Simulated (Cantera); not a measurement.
Iron carbonyl, mercury and lead vapours: Pb + CO + N2

Input: 1 mol Pb, a varied amount of CO, 0.76 mol N2, held at 1027 °C and 4200 Torr.

Method: chemical equilibrium by Gibbs-energy minimisation in Cantera with the NASA 1993 tables (ideal gas, pure condensed phases). Candidate condensed phases: C, Pb, PbO, PbO2, Pb3O4; 27 gas species. The numbers say what is thermodynamically allowed, not how fast it happens.

From 0.15 mol CO to 7.6 mol CO the condensed part is C(graphite) + Pb(l). The main Pb-bearing gas is Pb throughout.

| n(CO) (mol) | x CO | x N2 | x CO2 | x Pb | x Pb2 | n C(graphite) | n Pb(l) |
|---|---|---|---|---|---|---|---|
| 0.15 | 0.163 | 0.835 | 0.000773 | 0.000469 | 4.46e-8 | 0.000703 | 1.000 |
| 0.21 | 0.214 | 0.784 | 0.00133 | 0.000469 | 4.46e-8 | 0.00129 | 1.000 |
| 0.3 | 0.279 | 0.718 | 0.00225 | 0.000469 | 4.46e-8 | 0.00239 | 1.000 |
| 0.41 | 0.345 | 0.652 | 0.00344 | 0.000469 | 4.46e-8 | 0.00401 | 0.999 |
| 0.57 | 0.420 | 0.574 | 0.00512 | 0.000469 | 4.46e-8 | 0.00677 | 0.999 |
| 0.78 | 0.496 | 0.497 | 0.00711 | 0.000469 | 4.46e-8 | 0.0109 | 0.999 |
| 1.1 | 0.578 | 0.412 | 0.00966 | 0.000469 | 4.46e-8 | 0.0178 | 0.999 |
| 1.5 | 0.647 | 0.340 | 0.0121 | 0.000469 | 4.46e-8 | 0.0271 | 0.999 |
| 2.1 | 0.715 | 0.270 | 0.0148 | 0.000469 | 4.46e-8 | 0.0418 | 0.999 |
| 2.9 | 0.771 | 0.211 | 0.0172 | 0.000469 | 4.46e-8 | 0.0620 | 0.998 |
| 4 | 0.817 | 0.163 | 0.0194 | 0.000469 | 4.46e-8 | 0.0904 | 0.998 |
| 5.5 | 0.854 | 0.124 | 0.0211 | 0.000469 | 4.46e-8 | 0.130 | 0.997 |
| 7.6 | 0.884 | 0.0929 | 0.0226 | 0.000469 | 4.46e-8 | 0.185 | 0.996 |
x: gas mole fraction; n: condensed amount in mol.
